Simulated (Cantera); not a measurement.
## N2O furnace oxynitridation

A perfectly stirred reactor is fed with N2O : H2 : N2 = 1 : 0.019 : 2.2 (molar parts), at 750 Torr; it is held at 1148 K, and followed from long to short residence time.

Cantera simulation using GRI-Mech 3.0 (53 species, 325 reactions); the numbers are that mechanism's predictions, not measurements. GRI-Mech 3.0 was tuned for natural gas; its chemistry of N2O as a main component is partial and can be far from experiment. The mechanism lacks the step 2 NO + O2 → 2 NO2, which can matter for NO2 below about 1400 K. The temperature is held fixed by assumption; the heat of reaction is taken as removed at once.

```tsv
τ (s)	x N2O	x H2	x H	x NO	x NO2
20	0.0668	4.01e-6	8.88e-10	0.0101	0.000149
3.9	0.167	1.60e-5	3.77e-9	0.00792	0.000138
0.76	0.259	6.66e-5	2.03e-8	0.00304	7.38e-5
0.15	0.294	0.000259	1.11e-7	0.000739	2.48e-5
0.029	0.304	0.000954	5.31e-7	0.000157	4.90e-6
0.0056	0.307	0.00275	1.76e-6	4.54e-5	6.15e-7
0.0011	0.310	0.00503	2.45e-6	1.40e-5	8.61e-8
0.00021	0.311	0.00583	1.02e-6	1.81e-6	2.19e-9
```
x: mole fraction; the columns are a selection and need not sum to one.
